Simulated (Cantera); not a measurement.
**Nitride etching: BN + NF3**

A closed system holds: 1 mol BN, 1.1 mol NF3, at 13.3 mbar.

Equilibrium computed with Cantera from the NASA thermochemical tables; the gas is ideal and each condensed phase is pure. Candidate condensed phases: B, BN; 13 gas species. Kinetics and transport are ignored.

From 750 K to 1650 K nothing is condensed. The main B-bearing gas is BF3 throughout.

```
T (K)  log p N2  log p BF3  log p F  log p F2  log p NF3  log p NF2
-----  --------  ---------  -------  --------  ---------  ---------
750       -2.20      -2.22    -4.01     -3.16      -3.96      -9.24
850       -2.20      -2.22    -3.36     -3.18      -5.07      -8.99
950       -2.21      -2.24    -2.97     -3.47      -6.35      -9.06
1050      -2.22      -2.24    -2.82     -4.03      -7.86      -9.44
1150      -2.22      -2.25    -2.78     -4.67      -9.38      -9.93
1250      -2.22      -2.25    -2.77     -5.25     -10.72     -10.39
1350      -2.22      -2.25    -2.77     -5.77     -11.88     -10.79
1450      -2.22      -2.25    -2.77     -6.21     -12.88     -11.14
1550      -2.22      -2.25    -2.77     -6.60     -13.75     -11.45
1650      -2.22      -2.25    -2.77     -6.94       <-13     -11.72
```
log p: log10 of the partial pressure in bar; nothing condenses.
